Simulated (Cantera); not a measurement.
A closed system holds: 1 mol Cu2O, 0.39 mol CH4, 0.26 mol H2, at 52.0 Pa.

Equilibrium computed with Cantera from the NASA thermochemical tables; the gas is ideal and each condensed phase is pure. Candidate condensed phases: C, C6H6, C7H8, C8H18, Cu, CuO, Cu(OH)2, Cu2O, H2O; 113 gas species. Equilibrium is a limit: real reactors are often held back by kinetics, nucleation or transport.

log p: log10 of the partial pressure in bar; n: condensed amount in mol.

```csv
T (K),log p Cu,log p H2,log p H2O,log p CO,log p CO2,log p H,n Cu(l)
1423,-5.68,-3.71,-3.74,-4.00,-4.39,-7.03,1.99
1448,-5.48,-3.71,-3.74,-3.99,-4.40,-6.89,1.99
1473,-5.29,-3.71,-3.74,-3.99,-4.41,-6.75,1.99
1498,-5.10,-3.72,-3.74,-3.99,-4.43,-6.62,1.98
1523,-4.92,-3.72,-3.74,-3.99,-4.44,-6.50,1.97
1548,-4.75,-3.73,-3.75,-3.99,-4.45,-6.38,1.95
1573,-4.58,-3.74,-3.75,-4.00,-4.47,-6.26,1.92
1598,-4.41,-3.75,-3.76,-4.00,-4.49,-6.15,1.89
1623,[?],-3.77,-3.78,-4.02,-4.52,[?],1.83
1648,[?],-3.80,-3.80,-4.04,-4.55,[?],1.74
1673,-3.95,-3.83,-3.83,-4.07,-4.59,-5.86,1.61
1698,-3.81,-3.88,-3.88,-4.12,-4.64,-5.78,1.39
1723,-3.67,-3.96,-3.95,-4.19,-4.73,-5.72,0.998
```

Q: Fill in the missing entries.

A: 
- 1623, log p Cu: -4.26
- 1623, log p H: -6.05
- 1648, log p Cu: -4.10
- 1648, log p H: -5.95
